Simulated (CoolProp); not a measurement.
Methane along the isotherm -58.15 °C: density (kg/m³) from the reference equation and from simpler models built on Tc = -82.6 °C, pc = 4.599 MPa, ω = 0.011; each cubic takes its own stable root.

Computed with CoolProp (reference Helmholtz-energy equation of state, Setzmann 1991).

```csv
p (MPa),phase,reference,ideal gas,van der Waals,Redlich-Kwong,Soave-Redlich-Kwong,Peng-Robinson
5.75,supercritical,81.06,51.60,83.39,80.75,80.46,84.68
11.5,supercritical,231.3,103.2,194.5,212.0,211.1,230.0
17.2,supercritical,274.9,154.4,222.3,259.8,259.2,285.2
23,supercritical,298.3,206.4,238.6,287.8,287.4,317.2
28.7,supercritical,314.3,257.6,249.9,307.4,307.0,339.4
34.5,supercritical,327.0,309.6,258.8,322.8,322.5,356.9
40.2,supercritical,337.3,360.8,265.9,335.2,334.9,370.9
46,supercritical,346.2,412.8,271.9,345.9,345.6,382.8
```
